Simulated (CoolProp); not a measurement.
Properties of R1233zd(E) along the isobar 1.01 bar.

The numbers come from the reference Helmholtz-energy equation of state, Akasaka 2022 in CoolProp.

```tsv
T (K)	phase	density (kg/m³)	cv (kJ/(kg K))	Joule-Thomson coefficient (K/MPa)	isothermal compressibility (1/MPa)	expansivity (1/kK)	fugacity coefficient
215.1	liquid	1446	0.7160	-0.4620	0.0009453	1.428	0.01620
235.8	liquid	1403	0.7397	-0.4290	0.001160	1.510	0.06811
256.5	liquid	1359	0.7659	-0.3905	0.001445	1.612	0.2166
277.2	liquid	1312	0.7935	-0.3440	0.001837	1.745	0.5576
297.8	gas	5.534	0.7227	31.46	10.31	3.825	0.9633
318.5	gas	5.132	0.7559	25.28	10.22	3.478	0.9707
339.2	gas	4.790	0.7862	20.76	10.15	3.200	0.9762
359.9	gas	4.494	0.8141	17.37	10.11	2.970	0.9805
380.6	gas	4.235	0.8399	14.76	10.07	2.777	0.9838
401.3	gas	4.005	0.8640	12.71	10.04	2.610	0.9864
422	gas	3.800	0.8867	11.07	10.02	2.465	0.9886
```
